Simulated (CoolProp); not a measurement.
Saturated liquid density (kg/m³) of R113: the reference equation beside estimates from Tc = 214.1 °C, pc = 3.392 MPa, ω = 0.253. Rackett uses Z = 0.29056 − 0.08775 ω.

Computed with CoolProp (reference Helmholtz-energy equation of state, Marx 1992).

```
T (°C)  reference  Rackett  van der Waals  Redlich-Kwong  Soave-Redlich-Kwong  Peng-Robinson
------  ---------  -------  -------------  -------------  -------------------  -------------
111.45       1335        ?          818.9           1161                 1217           1381
122.85       1299     1321              ?           1120                 1175           1334
134.15       1261     1281          771.7           1076                 1131           1284
145.45       1220     1239          745.6           1029                 1082           1228
156.85       1175     1193          716.8          977.3                 1028           1166
168.15       1125     1142          685.3          921.0                    ?           1097
179.45          ?     1084          649.5          857.6                900.2           1017
190.75      997.2     1015          607.3          783.7                819.5          921.7
202.15          ?    921.9          552.6          689.6                715.4          798.5
```

Question: What belongs in the gaps?

Answer: 
- 111.45, Rackett: 1358
- 122.85, van der Waals: 796.0
- 168.15, Soave-Redlich-Kwong: 968.5
- 179.45, reference: 1068
- 202.15, reference: 900.8

Absolute difference from the reference over all 9 rows, mean and median: Rackett 1.7 and 1.6 %, van der Waals 38.9 and 38.9 %, Redlich-Kwong 17.4 and 16.8 %, Soave-Redlich-Kwong 13.4 and 12.5 %, Peng-Robinson 4.0 and 2.7 %.
